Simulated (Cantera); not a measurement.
Transport properties of process gases

Gas mixture: O2 : N2 : N2O = 0.28 : 0.36 : 0.68 (molar parts), at 1.01 bar, frozen composition.

Cantera's kinetic-theory transport with the Lennard-Jones parameters of GRI-Mech 3.0, ideal gas; thermal conductivity in the mixture-averaged form.

```tsv
T (K)	ρ (kg/m³)	cp (J/kg/K)	μ (µPa s)	λ (mW/m/K)	Pr	D (cm²/s) CH4	D (cm²/s) O	D (cm²/s) H2O
400	1.13	980.7	21.2	29.0	0.719	0.326	0.470	0.335
500	0.904	1033	25.4	36.3	0.721	0.485	0.692	0.515
600	0.754	1078	29.1	43.4	0.723	0.666	0.946	0.725
700	0.646	1117	32.6	50.2	0.725	0.869	1.23	0.964
800	0.565	1152	35.9	56.8	0.727	1.09	1.54	1.23
900	0.502	1182	39.0	63.2	0.730	1.33	1.88	1.52
```
D: mixture-averaged diffusion coefficient of that species in the mixture.
